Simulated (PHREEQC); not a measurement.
A made-up water analysis in mmol/kgw, 25 °C, pH 5.72, pe 1.6: Na 0.000424; K 0.000195; Ca 0.00261; Mg 0.00133; Cl 0.00395; S(6) 0.00123; Alkalinity (meq/kgw) 0.00206; Zn 8.19e-05; Fe(2) 5.98e-05; Br 1.61e-06.

Na is adjusted to close the charge balance.
Valence states are taken as typed.

Equilibrium calculation in PHREEQC: ion-association model, wateq4f.dat.

The ionic strength comes out as 1.57e-5 mol/kgw.

```csv
species,molality,activity,log γ
CO2,1.69e-5,1.69e-5,0.000
HCO3-,3.97e-6,3.95e-6,-0.002
Cl-,3.95e-6,3.93e-6,-0.002
Ca+2,2.61e-6,2.56e-6,-0.008
H+,1.91e-6,1.90e-6,-0.002
Mg+2,1.33e-6,1.30e-6,-0.008
SO4-2,1.23e-6,1.21e-6,-0.008
K+,1.95e-7,1.94e-7,-0.002
Na+,1.13e-7,1.13e-7,-0.002
Zn+2,8.18e-8,8.03e-8,-0.008
Fe+2,5.98e-8,5.87e-8,-0.008
```

No solid was allowed to form. Complexes and solids missing from the database can't appear.
